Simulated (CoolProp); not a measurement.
Model: reference Helmholtz-energy equation of state, Lemmon 2003, in CoolProp. It is a pseudo-pure fit of the blend.

Problem. For R407C, give the phase and the cp (kJ/(kg K)) at 389.5 K and 367 kPa; 463.2 K and 367 kPa; 500 K and 367 kPa.

Solution. 
- 389.5 K and 367 kPa: gas; cp 0.987
- 463.2 K and 367 kPa: gas; cp 1.09
- 500 K and 367 kPa: gas; cp 1.13
